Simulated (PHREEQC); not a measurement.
## Brine

Dissolve 0.77 mol NaCl and 1.7 mol CaCl2 per kg of water at 25 °C. Closed to the air; pH follows from the charge balance.

The numbers come from PHREEQC with the Pitzer model, pitzer.dat.

```json
{
 "ionic_strength": "5.87 mol/kgw",
 "activity_of_water": "0.850",
 "density": "1.160 g/cm³",
 "osmotic_coefficient": "1.354"
}
```

```json
[
 {"species": "Cl-", "molality": "4.17", "activity": "2.54", "log γ": "-0.215"},
 {"species": "Ca+2", "molality": "1.70", "activity": "2.41", "log γ": "0.151"},
 {"species": "Na+", "molality": "0.770", "activity": "1.20", "log γ": "0.191"},
 {"species": "OH-", "molality": "2.46e-7", "activity": "9.24e-9", "log γ": "-1.425"},
 {"species": "H+", "molality": "2.46e-7", "activity": "9.31e-7", "log γ": "0.579"}
]
```

This is a speciation only: nothing precipitates in the calculation.
